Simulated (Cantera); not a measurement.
Input: 1 mol Pb, 18 mol H₂, held at 1000 Pa.

Cantera equilibrium calculation (NASA polynomials, part measured and part estimated; ideal gas, pure solids and liquids). Candidate condensed phases: Pb; 4 gas species. Rates play no part.

Q: At 1300 K, list the 3 most abundant gas species with their mole fractions, and the condensed phases.

A: H₂ 0.947, Pb 0.0526, H 1.08e-5. Condensed: gas only.
